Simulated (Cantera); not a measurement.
A freely propagating, adiabatic, planar premixed flame of 50.6 % H₂, 11.0 % O₂, 38.5 % N₂, unburnt at 475 K and 2100 Torr; mixture-averaged transport, grid criteria slope 0.08 and curve 0.16, no radiation.

Computed with Cantera and the H2/O2 subset of GRI-Mech 3.0, which has no nitrogen chemistry. The hydrogen kinetics of GRI-Mech 3.0 are dated; newer H2 mechanisms differ, most at raised pressure. Burning velocities carry a grid error of a few per cent, more on coarse grids.

Q: Predict: laminar burning velocity; thermal thickness; peak x(O); peak x(HO₂); peak x(OH); peak x(H).

A: 
```
Quantity                     Value
------------------------  --------
laminar burning velocity  626 cm/s
thermal thickness         0.109 mm
peak x(O)                  0.00211
peak x(HO₂)               0.000690
peak x(OH)                 0.00283
peak x(H)                   0.0604
```
